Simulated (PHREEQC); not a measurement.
Polishing slurry liquid: an equilibrium model

Consider water at 25 °C with 0.002 mol/kgw NH3 and 0.0044 mol/kgw KH2PO4. Closed to the air; pH follows from the charge balance.

The numbers come from PHREEQC with the ion-association model, phreeqc.dat.

Each row changes one thing in this solution. No solid was allowed to form.

| case | pH | ionic strength (mol/kgw) | NH3 (mol/kgw) |
|---|---|---|---|
| as made | 7.00 | 0.00836 | 1.02e-5 |
| KH2PO4 replaced by KHSO4 at the same molality | … | 0.0120 | … |
| NH3 from 0.002 to 0.003 mol/kgw | 7.38 | 0.0103 | 3.67e-5 |
| diluted 5-fold with water | 7.06 | … | 2.50e-6 |
| 0.0001 mol/kgw Na2SO4 added | 7.00 | … | 1.01e-5 |
| diluted 100-fold with water | 7.11 | 8.37e-5 | 1.43e-7 |
| temperature from 25 to 20 °C | 7.01 | 0.00836 | 7.39e-6 |
| 0.003 mol/kgw Ca(OH)2 added | 9.56 | 0.00847 | 0.00130 |
| NH3 from 0.002 to 0.0018 mol/kgw | … | 0.00796 | 7.73e-6 |

Question: What belongs in the gaps?

Answer: 
- KH2PO4 replaced by KHSO4 at the same molality, pH: 2.76
- KH2PO4 replaced by KHSO4 at the same molality, NH3 (mol/kgw): 5.58e-10
- diluted 5-fold with water, ionic strength (mol/kgw): 0.00167
- 0.0001 mol/kgw Na2SO4 added, ionic strength (mol/kgw): 0.00865
- NH3 from 0.002 to 0.0018 mol/kgw, pH: 6.92

Some of these states are supersaturated (in Hydroxyapatite, for instance).
